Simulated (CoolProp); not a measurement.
CH3F (R41) along the isotherm 278.8 K: Z from the reference equation and from simpler models built on Tc = 317.3 K, pc = 5.906 MPa, ω = 0.200; each cubic takes its own stable root.

Computed with CoolProp (reference Helmholtz-energy equation of state, Lemmon 2006). It is a short technical equation, of lower accuracy than the large ones.

```tsv
p (MPa)	phase	reference
7.38	liquid	0.1576
14.8	liquid	0.3028
22.1	liquid	0.4386
29.5	liquid	0.5713
36.9	liquid	0.7002
44.3	liquid	0.8261
51.7	liquid	0.9493
59.1	liquid	1.070
```

**Question.** How far does each simpler model (Redlich-Kwong, Peng-Robinson) lie from the reference over these 8 states: mean and median of the absolute difference, and the worst?

**Answer.** 
- Redlich-Kwong: mean 26.9 %, median 25.9 %, worst +32.9 % at 278.8 K and 7.38 MPa
- Peng-Robinson: mean 11.6 %, median 11.1 %, worst +14.4 % at 278.8 K and 7.38 MPa
